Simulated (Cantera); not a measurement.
# CH3SiH3 + C2H2 + H2 (silicon carbide growth)

A closed system holds: 1 mol CH3SiH3, 0.011 mol C2H2, a varied amount of H2, held at 2573.15 K and 7.50 Torr.

Method: chemical equilibrium by Gibbs-energy minimisation in Cantera with the NASA 1993 tables (ideal gas, pure condensed phases). Candidate condensed phases: C, C6H6, C7H8, C8H18, Si, SiC; 87 gas species. The feed counts by its element totals alone. Gases not in the tables: Si2H6 and higher silanes. Equilibrium is a limit: real reactors are often held back by kinetics, nucleation or transport.

At 14 mol H2 the condensed part is C(graphite). From 45 mol H2 to 300 mol H2 nothing is condensed. The main Si-bearing gas is Si throughout.

```csv
n(H2) (mol),log p H2,log p H,log p Si,log p SiC2,log p C2H2 (acetylene),n C(graphite)
14,-2.18,-2.55,-3.46,-3.96,-4.01,0.111
45,-2.16,-2.54,-3.84,-4.58,-4.23,0
77,-2.16,-2.54,-4.04,-4.94,-4.40,0
110,-2.15,-2.54,-4.17,-5.20,-4.52,0
140,-2.15,-2.54,-4.27,-5.38,-4.61,0
170,-2.15,-2.54,-4.35,-5.53,-4.68,0
200,-2.15,-2.54,-4.41,-5.66,-4.74,0
230,-2.15,-2.54,-4.47,-5.77,-4.79,0
270,-2.15,-2.54,-4.53,-5.90,-4.86,0
300,-2.15,-2.54,-4.58,-5.99,-4.90,0
```
log p: log10 of the partial pressure in bar; n: condensed amount in mol.
